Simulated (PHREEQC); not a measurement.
Make-up at 80 °C: 0.0056 mol HF, 0.045 mol NH4F and 0.00039 mol H2SO4 per kg of water. Closed to the air; pH follows from the charge balance.

Computed with PHREEQC (ion-association model, phreeqc.dat).

Precipitation was switched off in this run.

Q: Predict the pH.

A: pH 4.45.

Q: In which forms is S present?

A: SO4-2 80 %, NH4SO4- 20 %, HSO4- 0.6 % of the S.

At this temperature some constants are extrapolated from 25 °C, and those without enthalpy data are left unchanged.
